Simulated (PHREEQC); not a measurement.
0.038 g of hydrous ferric oxide (600 m²/g; 0.2 weak and 0.005 strong sites per Fe, Dzombak-Morel constants, diffuse double layer) in 1 kg of water with 0.3 mol/kgw of an inert sodium salt and 9.5e-06 mol/kgw NiCl2, at 25 °C; the pH is set by adding NaOH or the inert anion's acid. O2 is buffered at 0.21 atm. No CO2 enters from the air. No solid was allowed to form.

All values are PHREEQC results (ion-association model, wateq4f.dat), not measurements.

### Question
Predict surface charge σ (C/m²), surface potential ψ (mV) at pH = 7.67, 9, 10.33, 11.

### Answer
```csv
pH,surface charge σ (C/m²),surface potential ψ (mV)
7.67,0.031,24
9,-0.037,-28
10.33,-0.138,-77
11,-0.203,-96
```

Along this series the solution becomes supersaturated in solids that the run did not let form, among them Ni(OH)2. The oxide is taken as insoluble; below pH 4 it would dissolve.
